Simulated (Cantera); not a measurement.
## Equilibrium for abatement and gas-phase synthesis: H₂O + H₂

Feed: 1 mol H₂O, 1.6 mol H₂, at 2825 K.

Cantera equilibrium calculation (NASA polynomials, part measured and part estimated; ideal gas, pure solids and liquids). Candidate condensed phases: H₂O; 9 gas species. The ideal-gas law is rough above about 30 bar. Equilibrium is a limit: real reactors are often held back by kinetics, nucleation or transport.

From 0.000100 bar to 300 bar nothing is condensed.

```
P (Pa)    log p H  log p H₂  log p H₂O  log p O  log p OH  log p O₂  log p HO₂
--------  -------  --------  ---------  -------  --------  --------  ---------
10          -4.08     -6.06      -8.02    -4.80     -6.58     -7.15     -12.88
84          -3.19     -4.28      -5.36    -3.92     -4.81     -5.39     -10.23
710         -2.43     -2.76      -3.20    -3.28     -3.41     -4.11      -8.19
6000        -1.84     -1.58      -1.80    -3.07     -2.61     -3.69      -7.18
50000       -1.33     -0.56      -0.77    -3.04     -2.07     -3.64      -6.62
420000      -0.85      0.39       0.19    -3.04     -1.60     -3.64      -6.15
3600000     -0.38      1.34       1.14    -3.05     -1.12     -3.65      -5.68
30000000     0.08      2.26       2.06    -3.05     -0.66     -3.65      -5.22
```
log p: log10 of the partial pressure in bar; nothing condenses.
